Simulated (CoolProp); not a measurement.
A Linde-Hampson liquefier for normal hydrogen: isothermal reversible compression at 200 K from 1 atm to 25 MPa, throttling to 1 atm, return gas leaving the recuperator 0 K below the feed. Each further row changes one setting.

Computed with CoolProp (reference Helmholtz-energy equation of state, Leachman 2009).

```tsv
case	compression work (kJ/kg of gas)
as stated	4700
high pressure 50 MPa	5450
warm-end temperature 230 K	5390
warm-end gap 5 K	4700
```
